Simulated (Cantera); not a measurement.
## Pyrogenic steam for wet oxidation

An isothermal, constant-pressure homogeneous reactor starts with 21.1 % H2, 37.6 % O2, 41.4 % N2, equivalence ratio 0.28, at 1050 K and 100.0 Torr.

Cantera simulation using the H2/O2 subset of GRI-Mech 3.0, which has no nitrogen chemistry; the numbers are that mechanism's predictions, not measurements. The temperature is held fixed by assumption; the heat of reaction is taken as removed at once.

```
t (s)         x H2   x O2    x H2O2       x O     x HO2      x OH
--------  --------  -----  --------  --------  --------  --------
8.00e-6      0.211  0.376    <1e-12  2.83e-11  2.30e-10  1.68e-11
5.31e-5      0.211  0.376  1.70e-12   1.19e-9   1.80e-9  5.05e-10
0.000352     0.205  0.374   1.55e-7  0.000773   2.84e-5  0.000346
0.00234   0.000805  0.303   2.72e-6  0.000190   2.15e-5  0.000309
0.0155     3.13e-5  0.303   4.66e-7   6.59e-6   1.60e-6   6.15e-5
0.103      3.63e-7  0.303   5.53e-8   3.47e-7   6.96e-8   1.52e-5
0.684      1.35e-8  0.303   7.47e-9   3.65e-8   7.37e-9   4.91e-6
4.54       1.71e-9  0.303   1.16e-9   5.11e-9   2.01e-9   1.83e-6
30.1      4.62e-10  0.303  2.79e-10   1.16e-9   2.32e-9   8.72e-7
200       4.27e-10  0.303  2.45e-10   1.01e-9   2.43e-9   8.14e-7
```
x: mole fraction; the columns are a selection and need not sum to one.

Equilibrium at this temperature and pressure: H2 4.27e-10, O2 0.303, H2O2 2.45e-10, O 1.01e-9, HO2 2.43e-9, OH 8.14e-7 (gas phase only).
